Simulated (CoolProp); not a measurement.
CH3F (R41) at 293.15 K and 1.68 MPa is throttled through a valve to 0.372 MPa with no heat exchange. Each further row changes one setting.

Computed with CoolProp (reference Helmholtz-energy equation of state, Lemmon 2006). It is a short technical equation, of lower accuracy than the large ones.

| case | temperature change (K) | final density (kg/m³) |
|---|---|---|
| as stated | -27.4 | 6.01 |
| outlet pressure 0.112 MPa | -34.3 | 1.80 |
| outlet pressure 0.484 MPa | -24.7 | 7.84 |
